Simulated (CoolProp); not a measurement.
50 sccm (0 °C, 1 atm) of nitrogen bubbles through liquid decamethyltetrasiloxane (MD2M) at 352.5 K and leaves saturated at a total pressure of 0.0118 MPa (ideal gas phase). Each further row changes one setting.

Values from CoolProp's reference Helmholtz-energy equation of state, Thol 2017.

```json
[
 {"case": "as stated", "vapour pressure (kPa)": "1.72", "mole fraction of vapour": "0.146", "delivery (mg/min)": "…", "delivery (sccm)": "…", "change of delivery for a bath 1 K warmer (%)": "6.2"},
 {"case": "bath temperature 357.5 K", "vapour pressure (kPa)": "…", "mole fraction of vapour": "…", "delivery (mg/min)": "…", "delivery (sccm)": "11.6", "change of delivery for a bath 1 K warmer (%)": "6.3"},
 {"case": "total pressure 0.0236 MPa", "vapour pressure (kPa)": "1.72", "mole fraction of vapour": "0.0729", "delivery (mg/min)": "…", "delivery (sccm)": "…", "change of delivery for a bath 1 K warmer (%)": "5.7"}
]
```

Complete the blanks.


- as stated, delivery (mg/min): 118
- as stated, delivery (sccm): 8.54
- bath temperature 357.5 K, vapour pressure (kPa): 2.21
- bath temperature 357.5 K, mole fraction of vapour: 0.188
- bath temperature 357.5 K, delivery (mg/min): 160
- total pressure 0.0236 MPa, delivery (mg/min): 54.5
- total pressure 0.0236 MPa, delivery (sccm): 3.93
